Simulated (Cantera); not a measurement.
# Si₂H₆ + O₂ + H₂ (silicon oxide and oxynitride deposition)

A closed system holds: 1 mol Si₂H₆, 0.28 mol O₂, 18 mol H₂, equilibrated at 0.260 bar.

Cantera equilibrium calculation (NASA polynomials, part measured and part estimated; ideal gas, pure solids and liquids). Candidate condensed phases: H₂O, Si, SiO₂; 18 gas species. The feed counts by its element totals alone. Mutual solubility and eutectic melting of coexisting phases are not modelled. The tables hold silica as quartz up to 1696 K and as liquid above; real silica turns to tridymite and cristobalite and melts near 1996 K. Equilibrium is a limit: real reactors are often held back by kinetics, nucleation or transport.

From 550 K to 775 K the condensed part is Si(s) + SiO₂(α-quartz). From 850 K to 1375 K the condensed part is Si(s) + SiO₂(β-quartz).

```json
[
 {"T (K)": "550", "x H₂": "1.00", "x SiO": "<1e-12", "x H": "<1e-12", "x H₂O": "<1e-12", "x SiH₂": "<1e-12", "x SiH₄": "9.21e-9", "x SiH": "<1e-12", "n Si(s)": "1.72", "n SiO₂(α-quartz)": "0.280", "n SiO₂(β-quartz)": "0"},
 {"T (K)": "625", "x H₂": "1.00", "x SiO": "<1e-12", "x H": "<1e-12", "x H₂O": "<1e-12", "x SiH₂": "<1e-12", "x SiH₄": "1.85e-8", "x SiH": "<1e-12", "n Si(s)": "1.72", "n SiO₂(α-quartz)": "0.280", "n SiO₂(β-quartz)": "0"},
 {"T (K)": "700", "x H₂": "1.00", "x SiO": "<1e-12", "x H": "<1e-12", "x H₂O": "<1e-12", "x SiH₂": "<1e-12", "x SiH₄": "3.13e-8", "x SiH": "<1e-12", "n Si(s)": "1.72", "n SiO₂(α-quartz)": "0.280", "n SiO₂(β-quartz)": "0"},
 {"T (K)": "775", "x H₂": "1.00", "x SiO": "<1e-12", "x H": "1.94e-12", "x H₂O": "<1e-12", "x SiH₂": "<1e-12", "x SiH₄": "4.72e-8", "x SiH": "<1e-12", "n Si(s)": "1.72", "n SiO₂(α-quartz)": "0.280", "n SiO₂(β-quartz)": "0"},
 {"T (K)": "850", "x H₂": "1.00", "x SiO": "1.24e-12", "x H": "4.02e-11", "x H₂O": "1.24e-11", "x SiH₂": "<1e-12", "x SiH₄": "6.54e-8", "x SiH": "<1e-12", "n Si(s)": "1.72", "n SiO₂(α-quartz)": "0", "n SiO₂(β-quartz)": "0.280"},
 {"T (K)": "925", "x H₂": "1.00", "x SiO": "6.74e-11", "x H": "5.11e-10", "x H₂O": "1.32e-10", "x SiH₂": "8.89e-12", "x SiH₄": "8.55e-8", "x SiH": "<1e-12", "n Si(s)": "1.72", "n SiO₂(α-quartz)": "0", "n SiO₂(β-quartz)": "0.280"},
 {"T (K)": "1000", "x H₂": "1.00", "x SiO": "2.00e-9", "x H": "4.45e-9", "x H₂O": "9.74e-10", "x SiH₂": "9.37e-11", "x SiH₄": "1.07e-7", "x SiH": "<1e-12", "n Si(s)": "1.72", "n SiO₂(α-quartz)": "0", "n SiO₂(β-quartz)": "0.280"},
 {"T (K)": "1075", "x H₂": "1.00", "x SiO": "3.68e-8", "x H": "2.88e-8", "x H₂O": "5.42e-9", "x SiH₂": "7.12e-10", "x SiH₄": "1.30e-7", "x SiH": "<1e-12", "n Si(s)": "1.72", "n SiO₂(α-quartz)": "0", "n SiO₂(β-quartz)": "0.280"},
 {"T (K)": "1150", "x H₂": "1.000", "x SiO": "4.59e-7", "x H": "1.46e-7", "x H₂O": "2.39e-8", "x SiH₂": "4.15e-9", "x SiH₄": "1.53e-7", "x SiH": "8.14e-12", "n Si(s)": "1.72", "n SiO₂(α-quartz)": "0", "n SiO₂(β-quartz)": "0.280"},
 {"T (K)": "1225", "x H₂": "1.000", "x SiO": "4.17e-6", "x H": "6.11e-7", "x H₂O": "8.78e-8", "x SiH₂": "1.95e-8", "x SiH₄": "1.77e-7", "x SiH": "8.70e-11", "n Si(s)": "1.72", "n SiO₂(α-quartz)": "0", "n SiO₂(β-quartz)": "0.280"},
 {"T (K)": "1300", "x H₂": "1.000", "x SiO": "2.93e-5", "x H": "2.17e-6", "x H₂O": "2.76e-7", "x SiH₂": "7.65e-8", "x SiH₄": "2.01e-7", "x SiH": "7.05e-10", "n Si(s)": "1.72", "n SiO₂(α-quartz)": "0", "n SiO₂(β-quartz)": "0.280"},
 {"T (K)": "1375", "x H₂": "1.000", "x SiO": "0.000165", "x H": "6.72e-6", "x H₂O": "7.65e-7", "x SiH₂": "2.58e-7", "x SiH₄": "2.26e-7", "x SiH": "4.53e-9", "n Si(s)": "1.72", "n SiO₂(α-quartz)": "0", "n SiO₂(β-quartz)": "0.278"}
]
```
x: gas mole fraction; n: condensed amount in mol.
